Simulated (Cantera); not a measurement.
A closed system holds: 1 mol CH₂F₂, 1 mol HCl, at 2948.15 K and 0.00360 bar.

Cantera equilibrium calculation (NASA polynomials, part measured and part estimated; ideal gas, pure solids and liquids). Candidate condensed phases: C, C₆H₆, C₇H₈, C₈H₁₈; 118 gas species. The tables' values for CCl are old estimates; treat these amounts as uncertain. Rates play no part.

### Question
What is the equilibrium state?

### Answer
| Quantity | Result |
|---|---|
| x(HF) | 0.403 |
| x(H) | 0.239 |
| x(Cl) | 0.213 |
| x(C₃) | 0.0494 |
| x(F) | 0.0475 |
| x(HCl) | 0.0149 |
| x(H₂) | 0.0114 |
| x(C) | 0.00852 |
| x(C₂) | 0.00496 |
| n(C(graphite)) | 0.203 mol |
| gas amount | 4.392 mol |
